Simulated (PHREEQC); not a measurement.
# Leach liquor

A solution holds 190 mmol/kgw HCl, 85 mmol/kgw FeSO4 and 120 mmol/kgw MnSO4, at 25 °C. Closed to the air; pH follows from the charge balance.

All values are PHREEQC results (Pitzer model, pitzer.dat), not measurements.

- pH = 1.15
- ionic strength = 0.833 mol/kgw
- activity of water = 0.990
- density = 1.029 g/cm³
- osmotic coefficient = 0.763
- total alkalinity = -190 meq/kg

```json
[
 {"species": "Cl-", "molality": "0.190", "activity": "0.117", "log γ": "-0.211"},
 {"species": "Mn+2", "molality": "0.120", "activity": "0.0201", "log γ": "-0.776"},
 {"species": "SO4-2", "molality": "0.116", "activity": "0.00758", "log γ": "-1.187"},
 {"species": "H+", "molality": "0.101", "activity": "0.0711", "log γ": "-0.154"},
 {"species": "HSO4-", "molality": "0.0886", "activity": "0.0513", "log γ": "-0.237"},
 {"species": "Fe+2", "molality": "0.0850", "activity": "0.0191", "log γ": "-0.648"}
]
```

No solid was allowed to form.
